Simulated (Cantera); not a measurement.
**Transport properties of process gases**

Gas mixture: N2O = 0.23 (molar parts), at 0.0132 atm, frozen composition.

Cantera's kinetic-theory transport with the Lennard-Jones parameters of GRI-Mech 3.0, ideal gas; thermal conductivity in the multicomponent form. The composition is frozen, though it would react at the higher temperatures.

```csv
T (K),ρ (kg/m³),cp (J/kg/K),μ (µPa s),λ (mW/m/K),Pr,D (cm²/s) CO2,D (cm²/s) H2O,D (cm²/s) H2
400,0.0176,970.3,19.5,25.3,0.746,14.6,22.2,82.0
550,0.0128,1073,25.5,36.7,0.745,26.3,41.2,141
700,0.0101,1150,30.8,47.7,0.743,40.5,64.8,212
850,0.00830,1210,35.6,58.1,0.741,57.0,92.6,293
1000,0.00706,1255,40.0,67.9,0.740,75.6,124,385
1150,0.00614,1285,44.1,76.8,0.738,96.1,159,486
1300,0.00543,1311,48.0,85.5,0.737,118,197,595
1450,0.00487,1334,51.7,93.8,0.736,142,238,714
```
D: mixture-averaged diffusion coefficient of that species in the mixture.
